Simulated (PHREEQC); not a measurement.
A solution holds 0.011 mol CuSO4, 0.00063 mol HBF4 and 0.18 mol FeCl3 per kg of water, at 20 °C. Closed to the air; pH follows from the charge balance.

All values are PHREEQC results (ion-association model, phreeqc.dat), not measurements.

| quantity | before | after |
|---|---|---|
| pH | 1.90 | 1.68 |
| ionic strength (mol/kgw) | 0.619 | 0.617 |
| Cl- (mol/kgw) | 0.384 | 0.393 |
| Cu+2 (mol/kgw) | 0.00907 | 0.00412 |
| CuCl+ (mol/kgw) | 0.00173 | 0.00619 |
| SO4-2 (mol/kgw) | 0.00113 | 0.00121 |

Which change was made?
A) CuSO4 from 0.011 to 0.11 mol/kgw
B) 0.15 mol/kgw H2SO4 added
C) FeCl3 replaced by (CH3)4NCl at the same molality
D) temperature from 20 to 70 °C
E) HBF4 left out

D, temperature from 20 to 70 °C

This is a speciation only: nothing precipitates in the calculation. Some of these states are supersaturated (in Hematite (slow to form), Goethite (slow to form), for instance). Constants without temperature data keep their 25 °C values here. Real BF4- forms and hydrolyses slowly; the run takes it at equilibrium. Fluoro complexes past AlF4- and FeF3 are missing from the database.
